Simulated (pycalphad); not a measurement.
An equivalent pycalphad script:

```python
from pycalphad import Database, equilibrium, calculate, variables as v
import numpy as np
db = Database('COST507.tdb')
comps = ['SI', 'SN', 'VA']
phases = ['BCT_A5', 'DIAMOND_A4', 'LIQUID']
eq = equilibrium(db, comps, phases, {v.X('SN'): 0.579, v.T: np.arange(2350, 499, -75), v.P: 101325, v.N: 1}, output=['HM', 'SM'])
```

CALPHAD calculation (pycalphad, COST 507 light-alloy database (1999)), 1 atm. The data set is of 1999 and partly superseded. Phase fractions are per mole of atoms.

Results at three of the temperatures:

```
T = 1900.00 K, P = 101325 Pa, N = 1 mol of atoms
G = -141065 J/mol, H = 75394 J/mol, S = 113.93 J/(mol K)  (SER reference)
chemical potentials (J/mol): Si -92866, Sn -176112
phase             fraction      x(Si)      x(Sn)
LIQUID              1.0000     0.4210     0.5790
```

```
T = 1450.00 K, P = 101325 Pa, N = 1 mol of atoms
G = -92865 J/mol, H = 40605 J/mol, S = 92.05 J/(mol K)  (SER reference)
chemical potentials (J/mol): Si -54069, Sn -121074
phase             fraction      x(Si)      x(Sn)
LIQUID              0.6493     0.1082     0.8918
DIAMOND_A4          0.3507     1.0000   3.04e-07
```

```
T = 1075.00 K, P = 101325 Pa, N = 1 mol of atoms
G = -60786 J/mol, H = 25243 J/mol, S = 80.03 J/(mol K)  (SER reference)
chemical potentials (J/mol): Si -34004, Sn -80260
phase             fraction      x(Si)      x(Sn)
LIQUID              0.5830     0.0069     0.9931
DIAMOND_A4          0.4170     1.0000   4.24e-07
```

Changes of the phase set, refined by bisection:

| T (K) | phases above | phases below |
|---|---|---|
| 1598.6 | liquid | diamond (Si) + liquid |

DIAMOND_A4 is diamond (Si).
